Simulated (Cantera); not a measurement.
A perfectly stirred reactor is fed with CH4 : H2 : O2 : N2 : H2O = 1 : 0.86 : 3.98 : 15 : 4.8 (molar parts), at 1400000 Pa; it is adiabatic with a 525 K inlet, and is followed from long to short residence time, starting on the burning branch (τ in s: 0.1, 0.045, 0.02, 0.0086, 0.0038, 0.0017, 0.00073, 0.00032, 0.00014, 6.2e-05, 2.7e-05, 1.2e-05, 5.2e-06).

Detailed kinetics in Cantera: GRI-Mech 3.0 (53 species, 325 reactions). The pressure lies above the range GRI-Mech 3.0 was tuned for (to about 10 atm).

Task: Predict: blow-out, bracketed by the residence times tried; x(CH4) at τ = 0.100 s; x(H2) at τ = 0.100 s; x(O2) at τ = 0.100 s; x(C2H2) at τ = 0.100 s; x(CH4) at τ = 0.730 ms; x(H2) at τ = 0.730 ms; x(O2) at τ = 0.730 ms.

Result: 
```json
{
  "blow_out_bracketed_by_the_residence_times_tried": "burning at 1.70 ms, out at 0.730 ms",
  "x(CH4) at τ = 0.100 s": "8.45e-6",
  "x(H2) at τ = 0.100 s": "1.57e-5",
  "x(O2) at τ = 0.100 s": "0.0615",
  "x(C2H2) at τ = 0.100 s": "1.28e-8",
  "x(CH4) at τ = 0.730 ms": "0.0390",
  "x(H2) at τ = 0.730 ms": "0.0335",
  "x(O2) at τ = 0.730 ms": "0.155"
}
```
